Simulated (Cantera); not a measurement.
Feed: 1 mol PbO, 0.15 mol O2, 0.13 mol H2, held at 1248.15 K and 10.0 mbar.

These are equilibrium values from Cantera (NASA tables, ideal gas, pure condensed phases), not measurements of a reactor. Candidate condensed phases: H2O, Pb, PbO, PbO2, Pb3O4; 12 gas species. Gases not in the tables: (PbO)n polymers. Kinetics and transport are ignored.

Base state: H2O 0.594, O2 0.388, PbO 0.0176, Pb 0.000182, OH 5.05e-5 (mole fractions); condensed: PbO(l).

Question: What changes in the equilibrium state with this change: H2 from 0.13 to 6.6 mol?

Answer: 
```tsv
species	before	after
H2	3.17e-7	0.698
H2O	0.594	0.171
Pb	0.000182	0.130
O2	0.388	<1e-9
PbO	0.0176	1.66e-6
OH	5.05e-5	9.81e-9
PbO(l), mol	0.996	0
Pb(l), mol	0	0.0111
```
